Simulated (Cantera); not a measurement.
**Premixed flame**

A freely propagating, adiabatic, planar premixed flame of 11.8 % CH4, 21.5 % O2, 66.7 % N2, unburnt at 648 K and 0.860 bar; mixture-averaged transport, grid criteria slope 0.08 and curve 0.16, no radiation.

Detailed kinetics in Cantera: GRI-Mech 3.0 (53 species, 325 reactions). Burning velocities carry a grid error of a few per cent, more on coarse grids.

```json
[
 {"z (mm)": "-0.901", "T (K)": "648", "u (m/s)": "2.00", "x CH4": "0.118", "x O2": "0.215", "x H2": "0.00105", "x C2H6": "1.56e-8", "x NO": "<1e-8", "x H2O2": "<1e-8"},
 {"z (mm)": "-0.601", "T (K)": "649", "u (m/s)": "2.00", "x CH4": "0.118", "x O2": "0.214", "x H2": "0.00348", "x C2H6": "5.05e-7", "x NO": "<1e-8", "x H2O2": "6.46e-8"},
 {"z (mm)": "-0.451", "T (K)": "654", "u (m/s)": "2.03", "x CH4": "0.117", "x O2": "0.213", "x H2": "0.00685", "x C2H6": "4.81e-6", "x NO": "1.81e-8", "x H2O2": "4.03e-7"},
 {"z (mm)": "-0.300", "T (K)": "703", "u (m/s)": "2.20", "x CH4": "0.112", "x O2": "0.209", "x H2": "0.0143", "x C2H6": "8.74e-5", "x NO": "2.12e-7", "x H2O2": "2.92e-6"},
 {"z (mm)": "-0.150", "T (K)": "1092", "u (m/s)": "3.48", "x CH4": "0.0824", "x O2": "0.175", "x H2": "0.0282", "x C2H6": "0.00125", "x NO": "2.80e-6", "x H2O2": "9.49e-6"},
 {"z (mm)": "-0.0751", "T (K)": "1526", "u (m/s)": "4.94", "x CH4": "0.0459", "x O2": "0.129", "x H2": "0.0356", "x C2H6": "0.00121", "x NO": "7.48e-6", "x H2O2": "6.47e-6"},
 {"z (mm)": "0", "T (K)": "1934", "u (m/s)": "6.35", "x CH4": "0.0125", "x O2": "0.0742", "x H2": "0.0375", "x C2H6": "0.000126", "x NO": "1.67e-5", "x H2O2": "2.25e-6"},
 {"z (mm)": "0.0751", "T (K)": "2124", "u (m/s)": "7.00", "x CH4": "0.00137", "x O2": "0.0394", "x H2": "0.0320", "x C2H6": "1.23e-6", "x NO": "3.01e-5", "x H2O2": "5.07e-7"},
 {"z (mm)": "0.150", "T (K)": "2173", "u (m/s)": "7.15", "x CH4": "8.10e-5", "x O2": "0.0252", "x H2": "0.0276", "x C2H6": "<1e-8", "x NO": "4.09e-5", "x H2O2": "2.14e-7"},
 {"z (mm)": "0.300", "T (K)": "2208", "u (m/s)": "7.22", "x CH4": "2.03e-7", "x O2": "0.0180", "x H2": "0.0261", "x C2H6": "<1e-8", "x NO": "5.12e-5", "x H2O2": "1.81e-7"},
 {"z (mm)": "0.601", "T (K)": "2251", "u (m/s)": "7.33", "x CH4": "<1e-8", "x O2": "0.0155", "x H2": "0.0260", "x C2H6": "<1e-8", "x NO": "6.22e-5", "x H2O2": "1.60e-7"},
 {"z (mm)": "1.20", "T (K)": "2310", "u (m/s)": "7.49", "x CH4": "<1e-8", "x O2": "0.0136", "x H2": "0.0247", "x C2H6": "<1e-8", "x NO": "8.30e-5", "x H2O2": "1.40e-7"},
 {"z (mm)": "2.40", "T (K)": "2381", "u (m/s)": "7.68", "x CH4": "<1e-8", "x O2": "0.0112", "x H2": "0.0226", "x C2H6": "<1e-8", "x NO": "0.000126", "x H2O2": "1.24e-7"}
]
```
x: mole fraction of selected species; z is measured from the peak of heat release.

```
Item                         Value
------------------------  --------
laminar burning velocity  199 cm/s
thermal thickness         0.300 mm
peak x(H2)                  0.0378
peak x(C2H6)               0.00153
peak x(H2O2)               9.78e-6
grid points                    151
```
